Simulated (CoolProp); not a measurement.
n-dodecane along the isotherm 346.85 °C: density (kg/m³) from the reference equation and from simpler models built on Tc = 385.0 °C, pc = 1818 kPa, ω = 0.574; each cubic takes its own stable root.

The numbers come from the reference Helmholtz-energy equation of state, Lemmon 2004 in CoolProp. It is a short technical equation, of lower accuracy than the large ones.

```
p (kPa)   phase  reference  Soave-Redlich-Kwong  Peng-Robinson
-------  ------  ---------  -------------------  -------------
341         gas      12.53                12.32          12.42
682         gas      28.78                27.67          28.17
1020        gas      53.13                49.15          50.70
1360     liquid      433.1                334.2          377.0
1700     liquid      440.0                344.2          387.7
2040     liquid      445.8                352.5          396.7
2390     liquid      451.2                360.0          404.8
2730     liquid      455.8                366.4          411.7
```
